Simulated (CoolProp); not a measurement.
Vapour-liquid equilibrium of sulfur dioxide (1) + toluene (2) at 4.4 bar; x and y are mole fractions of (1).

Computed with CoolProp (multi-fluid Helmholtz-energy mixture model, Gao 2016 and Lemmon 2006; pair parameters Bell 2016).

| x | bubble temperature (K) | y at the bubble point | dew temperature at overall composition x (K) | liquid density (mol/L) |
|---|---|---|---|---|
| 0.05 | 420.2 | 0.416 | 442.4 | 8.269 |
| 0.15 | 381.8 | 0.798 | 437.0 | 9.298 |
| 0.25 | 357.1 | 0.916 | 431.2 | 10.27 |
| 0.35 | 340.9 | 0.959 | 424.8 | 11.25 |
| 0.45 | 329.7 | 0.977 | 417.8 | 12.30 |
| 0.55 | 321.7 | 0.987 | 409.7 | 13.44 |
| 0.65 | 315.6 | 0.992 | 400.3 | 14.73 |
| 0.75 | 310.9 | 0.995 | 388.7 | 16.21 |
| 0.85 | 306.9 | 0.997 | 372.7 | 17.93 |
| 0.95 | 303.3 | 0.999 | 344.9 | 19.99 |

No azeotrope shows between x = 0.05 and 0.95.

The pair parameters rest on a limited set of measurements; away from them the model extrapolates.
